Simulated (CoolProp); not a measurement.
Vapour-liquid equilibrium of dimethyl ether (1) + R227EA (2) at 0.37 MPa; x and y are mole fractions of (1).

Values from CoolProp's multi-fluid Helmholtz-energy mixture model, Wu 2011 and Lemmon 2016; pair parameters Bell 2016.

| x | bubble temperature, mixture model (°C) | bubble temperature, Raoult's law (°C) | y, mixture model | y, Raoult's law |
|---|---|---|---|---|
| 0.05 | 19.6 | 17.9 | 0.023 | 0.065 |
| 0.15 | 22.0 | 17.0 | 0.098 | 0.189 |
| 0.25 | 23.6 | 16.1 | 0.214 | 0.305 |
| 0.35 | 24.0 | 15.2 | 0.361 | 0.416 |
| 0.45 | 23.1 | 14.3 | 0.517 | 0.520 |
| 0.55 | 21.1 | 13.4 | 0.660 | 0.618 |
| 0.65 | 18.6 | 12.5 | 0.778 | 0.712 |
| 0.75 | 15.9 | 11.7 | 0.867 | 0.800 |
| 0.85 | 13.2 | 10.9 | 0.933 | 0.883 |
| 0.95 | 10.8 | 10.1 | 0.981 | 0.962 |

The largest gap from Raoult's law is +8.8 K in bubble temperature, at x = 0.45. y crosses x between x = 0.25 and 0.35: the model has an azeotrope there.

The pair parameters rest on a limited set of measurements; away from them the model extrapolates.
